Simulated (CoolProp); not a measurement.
Carbon monoxide along the isobar 201 bar: density (kg/m³) from the reference equation and from simpler models built on Tc = -140.3 °C, pc = 34.98 bar, ω = 0.050; each cubic takes its own stable root.

Values from CoolProp's reference Helmholtz-energy equation of state, Lemmon 2006. It is a short technical equation, of lower accuracy than the large ones.

```
T (°C)           phase  reference
-------  -------------  ---------
-150.75         liquid      686.1
-142.85         liquid      655.2
-135.05  supercritical      623.9
-127.15  supercritical      591.5
-119.25  supercritical      558.8
-111.45  supercritical      526.5
-103.55  supercritical      494.3
-95.75   supercritical      463.7
-87.85   supercritical      434.4
-80.05   supercritical      407.5
-72.15   supercritical      382.6
-64.35   supercritical      360.3
```

Task: How far does each simpler model (van der Waals, Redlich-Kwong, Soave-Redlich-Kwong, Peng-Robinson) lie from the reference over these 12 states: mean and median of the absolute difference, and the worst?

Result: 
- van der Waals: mean 13.8 %, median 14.4 %, worst -24.2 % at -150.75 °C and 201 bar
- Redlich-Kwong: mean 0.4 %, median 0.4 %, worst +0.7 % at -64.35 °C and 201 bar
- Soave-Redlich-Kwong: mean 1.8 %, median 2.1 %, worst -3.1 % at -64.35 °C and 201 bar
- Peng-Robinson: mean 7.5 %, median 7.1 %, worst +12.1 % at -150.75 °C and 201 bar
